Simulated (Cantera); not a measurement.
Input: 1 mol Pb, 0.31 mol CO, 0.17 mol N₂, held at 0.100 bar.

Cantera equilibrium calculation (NASA polynomials, part measured and part estimated; ideal gas, pure solids and liquids). Candidate condensed phases: C, Pb, PbO, PbO₂, Pb₃O₄; 27 gas species. Rates play no part. All values below are at 1025 °C.

Base state: CO 0.629, N₂ 0.345, Pb 0.0256, CO₂ 0.000210 (mole fractions); condensed: C(graphite) + Pb(l).

What changes in the equilibrium state with this change: Pb replaced by PbO?


```
species             before     after
----------------  --------  --------
CO₂               0.000210     0.626
N₂                   0.345     0.344
Pb                  0.0256    0.0256
CO                   0.629  0.000528
PbO                1.22e-9   0.00436
C(graphite), mol  0.000103         0
Pb(l), mol           0.987     0.297
PbO(l), mol              0     0.688
```
Each liquid is taken as pure. Mutual solubility and eutectic melting of coexisting phases are not modelled. Gases not in the tables: (PbO)n polymers.
